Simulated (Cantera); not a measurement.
Ammonia decomposition in nitride growth gas

A perfectly stirred reactor is fed with NH3 : H2 = 1 : 0.12 (molar parts), at 21.0 Torr; it is held at 1723 K, and followed from long to short residence time.

Model: the gas-phase N/H chemistry of the illustrative SiF4/NH3 mechanism in the Surface Chemkin manual (1991), integrated in Cantera. Walls and surfaces, which speed up NH3 decomposition in real reactors, are not modelled.

```
τ (s)    x NH3   x H2       x N      x H      x N2    x N2H4
-------  -----  -----  --------  -------  --------  --------
1.5      0.787  0.185   8.09e-8  2.95e-5    0.0278   1.85e-8
0.71     0.840  0.146   7.13e-8  2.28e-5    0.0139   2.01e-8
0.33     0.868  0.125   6.38e-8  1.92e-5   0.00649   2.06e-8
0.15     0.882  0.115   5.68e-8  1.71e-5   0.00280   2.00e-8
0.071    0.888  0.111   4.78e-8  1.54e-5   0.00116   1.78e-8
0.033    0.891  0.108   3.31e-8  1.30e-5  0.000385   1.34e-8
0.015    0.892  0.107   1.34e-8  9.04e-6   7.75e-5   6.60e-9
0.0071   0.893  0.107   2.58e-9  4.90e-6   9.32e-6   1.94e-9
0.0033   0.893  0.107  3.07e-10  2.33e-6   8.43e-7  4.36e-10
0.0015   0.893  0.107  2.95e-11  1.08e-6   6.80e-8  8.98e-11
0.00071  0.893  0.107  2.91e-12  5.21e-7   5.78e-9  1.97e-11
```
x: mole fraction; the columns are a selection and need not sum to one.
